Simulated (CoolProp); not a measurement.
A single-stage vapour-compression cycle with fluoroethane (R161): evaporating at 279.15 K (dew point), condensing at 342.15 K (bubble point), superheat 10 K, subcooling 2 K, compressor efficiency 0.6, no pressure losses. Each further row changes one setting.

The numbers come from the reference Helmholtz-energy equation of state, Wu 2012 in CoolProp.

```csv
case,cooling COP,pressure ratio,discharge temperature (K),refrigerating effect (kJ/kg),volumetric capacity (kJ/m³)
as stated,1.85,4.96,399.1,238,2790
evaporating temperature 284.15 K,2.09,4.25,394.1,241,3290
condensing temperature 337.15 K,2.10,4.46,391.7,251,2950
subcooling 7 K,1.96,4.96,399.1,251,2950
superheat 20 K,1.86,4.96,410.0,251,2810
compressor efficiency 0.5,1.54,4.96,413.0,238,2790
```
